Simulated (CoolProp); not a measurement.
The fluid at 239.95 K and 0.546 MPa is compressed adiabatically to 3.66 MPa with isentropic efficiency 1. The same conditions are run with several fluids, on thermodynamics alone (safety and materials aside).

Computed with CoolProp (reference Helmholtz-energy equation of state of each fluid (C2F6 (R116): Lemmon 2006; methane: Setzmann 1991; CF4 (R14): Platzer 1990; ethylene: Smukala 2000; ethane: Bücker 2006)). The equations of Platzer and Polt are older, rougher fits.

```tsv
fluid	work (kJ/kg)	final temperature (K)	final phase	final density (kg/m³)
C2F6 (R116)	22.1	310.0	supercritical	374
methane	294	376.4	gas	19.2
CF4 (R14)	47.0	324.1	gas	132
ethylene	152	358.9	gas	39.0
ethane	131	342.7	gas	48.1
```
